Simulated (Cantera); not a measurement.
## Equilibrium for silicon nitride deposition: SiHCl3 + NH3 + H2

A closed system holds: 1 mol SiHCl3, 0.89 mol NH3, 1.2 mol H2, at 1498.15 K and 1.00 Torr.

These are equilibrium values from Cantera (NASA tables, ideal gas, pure condensed phases), not measurements of a reactor. Candidate condensed phases: NH4Cl, Si, Si3N4; 28 gas species. The tables' values for SiCl3, SiCl are old estimates; treat these amounts as uncertain. Equilibrium is a limit: real reactors are often held back by kinetics, nucleation or transport.

The x(H2) is 0.504 and the x(HCl) comes out as 0.226. The x(SiCl2) is 0.183. The x(N2) comes out as 0.0809. The x(SiCl3) is 0.00535 and the x(SiCl4) is 0.000500. The x(H) is 0.000335. The x(Cl) is 0.000121, the x(SiHCl3) comes out as 0.000115 and the n(Si3N4(s)) is 0.0237 mol. The gas amount comes out as 4.918 mol. The log10 activity of Si(s) (absent) is -0.25.
